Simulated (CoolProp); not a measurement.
The numbers come from the reference Helmholtz-energy equation of state, McLinden 2015 in CoolProp.

Task: For the fluoroketone C6F12O (FK-5-1-12), give the phase and the density (kg/m³), cv (kJ/(kg K)), speed of sound (m/s), Joule-Thomson coefficient (K/MPa) at 394 K and 6.05 bar.

Result: 
- 394 K and 6.05 bar: gas; density 73.5, cv 0.951, speed of sound 82.1, Joule-Thomson coefficient 17.1
